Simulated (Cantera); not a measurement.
# N2O furnace oxynitridation

An isothermal, constant-pressure homogeneous reactor starts with N₂O : N₂ = 1 : 0.17 (molar parts), at 1148 K and 0.540 bar.

Cantera simulation using GRI-Mech 3.0 (53 species, 325 reactions); the numbers are that mechanism's predictions, not measurements. GRI-Mech 3.0 was tuned for natural gas; its chemistry of N2O as a main component is partial and can be far from experiment. The mechanism lacks the step 2 NO + O2 → 2 NO2, which can matter for NO2 below about 1400 K. The temperature is held fixed by assumption; the heat of reaction is taken as removed at once.

```tsv
t (s)	x N₂O	x NO	x O	x N₂	x O₂
7.00e-6	0.855	1.14e-8	2.76e-7	0.145	6.17e-8
1.63e-5	0.855	5.21e-8	4.95e-7	0.145	2.81e-7
3.82e-5	0.855	2.00e-7	6.94e-7	0.145	1.08e-6
8.91e-5	0.855	6.14e-7	7.56e-7	0.145	3.31e-6
0.000208	0.855	1.60e-6	7.59e-7	0.145	8.65e-6
0.000485	0.855	3.92e-6	7.59e-7	0.145	2.11e-5
0.00113	0.855	9.31e-6	7.59e-7	0.145	5.02e-5
0.00265	0.854	2.19e-5	7.59e-7	0.146	0.000118
0.00618	0.854	5.13e-5	7.58e-7	0.146	0.000277
0.0144	0.853	0.000120	7.58e-7	0.147	0.000646
0.0337	0.850	0.000279	7.58e-7	0.148	0.00151
0.0786	0.844	0.000647	7.57e-7	0.152	0.00350
0.183	0.830	0.00149	7.54e-7	0.161	0.00807
0.428	0.798	0.00337	7.46e-7	0.181	0.0183
1.00	0.729	0.00734	7.28e-7	0.223	0.0402
```
x: mole fraction; the columns are a selection and need not sum to one.

Equilibrium at this temperature and pressure: N₂O 7.34e-9, NO 0.000146, O 5.95e-9, N₂ 0.701, O₂ 0.299 (gas phase only).
